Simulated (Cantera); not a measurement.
A closed system holds: 1 mol BaF₂, 0.32 mol H₂O, 3.9 mol H₂, 0.02 mol HF, equilibrated at 770 Pa.

Equilibrium computed with Cantera from the NASA thermochemical tables; the gas is ideal and each condensed phase is pure. Candidate condensed phases: Ba, BaF₂, BaO, Ba(OH)₂, H₂O; 27 gas species. Mutual solubility and eutectic melting of coexisting phases are not modelled. Equilibrium is a limit: real reactors are often held back by kinetics, nucleation or transport.

Task: Which condensed phases are stable at each of these points (T (K)): 1625, 1650, 1675, 1700, 1725, 1750, 1775, 1800, 1825, 1850, 1875, 1900?

Result: 
| T (K) | condensed phases | Ba condensed (%) |
|---|---|---|
| 1625 | BaF₂(s) + BaO(s) | 83.4 |
| 1650 | BaF₂(l) + BaO(s) | 75.2 |
| 1675 | BaF₂(l) + BaO(s) | 63.7 |
| 1700 | BaF₂(l) + BaO(s) | 47.0 |
| 1725 | BaF₂(l) + BaO(s) | 22.2 |
| 1750 | BaO(s) | 0.1 |
| 1775 | gas only | 0.0 |
| 1800 | gas only | 0.0 |
| 1825 | gas only | 0.0 |
| 1850 | gas only | 0.0 |
| 1875 | gas only | 0.0 |
| 1900 | gas only | 0.0 |

At 1625 K the condensed part is BaF₂(s) + BaO(s). From 1650 K to 1725 K the condensed part is BaF₂(l) + BaO(s). At 1750 K the condensed part is BaO(s). From 1775 K to 1900 K nothing is condensed.
